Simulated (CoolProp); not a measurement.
Saturated liquid density (kg/m³) of n-pentane: the reference equation beside estimates from Tc = 469.7 K, pc = 3.368 MPa, ω = 0.251. Rackett uses Z = 0.29056 − 0.08775 ω.

The numbers come from the reference Helmholtz-energy equation of state, Thol 2019 in CoolProp.

```json
[
 {"T (K)": "267.9", "reference": "650.5", "Rackett": "650.8", "Soave-Redlich-Kwong": "593.1", "Peng-Robinson": "668.7"},
 {"T (K)": "274.3", "reference": "644.4", "Rackett": "644.7", "Soave-Redlich-Kwong": "587.8", "Peng-Robinson": "663.0"},
 {"T (K)": "280.6", "reference": "638.4", "Rackett": "638.5", "Soave-Redlich-Kwong": "582.4", "Peng-Robinson": "657.3"},
 {"T (K)": "286.9", "reference": "632.3", "Rackett": "632.3", "Soave-Redlich-Kwong": "576.9", "Peng-Robinson": "651.4"},
 {"T (K)": "293.2", "reference": "626.1", "Rackett": "626.0", "Soave-Redlich-Kwong": "571.2", "Peng-Robinson": "645.2"},
 {"T (K)": "299.6", "reference": "619.7", "Rackett": "619.5", "Soave-Redlich-Kwong": "565.3", "Peng-Robinson": "638.8"},
 {"T (K)": "305.9", "reference": "613.4", "Rackett": "613.0", "Soave-Redlich-Kwong": "559.2", "Peng-Robinson": "632.2"},
 {"T (K)": "312.2", "reference": "606.9", "Rackett": "606.4", "Soave-Redlich-Kwong": "552.9", "Peng-Robinson": "625.4"},
 {"T (K)": "318.5", "reference": "600.3", "Rackett": "599.7", "Soave-Redlich-Kwong": "546.4", "Peng-Robinson": "618.3"},
 {"T (K)": "324.9", "reference": "593.5", "Rackett": "592.7", "Soave-Redlich-Kwong": "539.6", "Peng-Robinson": "610.8"},
 {"T (K)": "331.2", "reference": "586.7", "Rackett": "585.7", "Soave-Redlich-Kwong": "532.6", "Peng-Robinson": "603.2"},
 {"T (K)": "337.5", "reference": "579.8", "Rackett": "578.6", "Soave-Redlich-Kwong": "525.4", "Peng-Robinson": "595.3"}
]
```

Absolute difference from the reference over all 12 rows, mean and median: Rackett 0.1 and 0.1 %, Soave-Redlich-Kwong 8.9 and 8.8 %, Peng-Robinson 2.9 and 3.0 %.
